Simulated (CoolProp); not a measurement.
Vapour-liquid equilibrium of n-octane (1) + m-xylene (2) at 0.0627 MPa; x and y are mole fractions of (1).

Values from CoolProp's multi-fluid Helmholtz-energy mixture model, Beckmüller 2019 and Zhou 2012; pair parameters Bell 2016.

```tsv
x	bubble temperature, mixture model (K)	bubble temperature, Raoult's law (K)	y, mixture model	y, Raoult's law
0.05	394.2	394.4	0.076	0.071
0.125	392.8	393.3	0.181	0.173
0.2	391.6	392.2	0.277	0.268
0.275	390.4	391.2	0.364	0.358
0.35	389.3	390.1	0.446	0.442
0.425	388.3	389.1	0.521	0.521
0.5	387.4	388.2	0.592	0.596
0.575	386.5	387.2	0.660	0.666
0.65	385.7	386.3	___	0.733
0.725	384.9	385.4	0.786	0.796
0.8	___	384.6	0.846	0.856
0.875	383.4	383.7	0.905	0.912
0.95	382.8	382.9	___	0.966
```

**Question.** Complete the blanks.

**Answer.** 
- 0.65, y, mixture model: 0.724
- 0.8, bubble temperature, mixture model (K): 384.1
- 0.95, y, mixture model: 0.962

The largest gap from Raoult's law is -0.8 K in bubble temperature, at x = 0.425. No azeotrope shows between x = 0.05 and 0.95.

Pair parameters are fitted to limited data, so mixtures are less certain than the pure fluids.
